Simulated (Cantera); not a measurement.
What does this Cantera script print?

```python
import numpy as np
import cantera as ct

gas_names = """
    AL ALH ALO ALOH ALO2 ALO2H AL2 AL2O AL2O2 H HALO HO2 H2 H2O H2O2 O OH O2 O3
""".split()
cond_names = """
    AL(cr) AL(L) AL2O3(a) AL2O3(L) H2O(s) H2O(L)
""".split()


# ... load() reads the species with a 1 bar reference pressure and builds the phases ...
atoms = {
    'Al2O3': {'AL': 2, 'O': 3},
    'H2': {'H': 2},
}
top_T = {}  # K; cautious upper limits of use, not melting points


# ... equilibrate(T, P, feed) seeds the gas with the atoms and calls Mixture.equilibrate('TP', solver="vcs", rtol=1e-11, max_steps=5000) ...
results = []
feed = {'Al2O3': 1, 'H2': 140}  # mol
T = 723  # K
P = 133.322  # Pa
mix = equilibrate(T, P, feed)
results.append((T, P, feed, dict(zip(mix.species_names, mix.species_moles))))
print(gas.report(threshold=1e-05))
for i in range(1, mix.n_phases):
    print(f"{mix.phase(i).name:16s} {mix.phase_moles(i):12.5e} mol")
```

It prints:

```
       temperature   723 K
          pressure   133.32 Pa
           density   4.4712e-05 kg/m^3
  mean mol. weight   2.016 kg/kmol
   phase of matter   gas

                          1 kg             1 kmol
                     ---------------   ---------------
          enthalpy        6.1639e+06        1.2426e+07  J
   internal energy        3.1821e+06        6.4151e+06  J
           entropy        1.0497e+05        2.1161e+05  J/K
    Gibbs function       -6.9728e+07       -1.4057e+08  J
 heat capacity c_p             14579             29392  J/K
 heat capacity c_v             10455             21077  J/K

                      mass frac. Y      mole frac. X     chem. pot. / RT
                     ---------------   ---------------   ---------------
                H2                 1                 1           -23.384
     [  +18 minor]        1.2485e-12        2.3176e-12

AL(cr)            0.00000e+00 mol
AL2O3(a)          1.00000e+00 mol
```

Cantera equilibrium calculation (NASA polynomials, part measured and part estimated; ideal gas, pure solids and liquids).
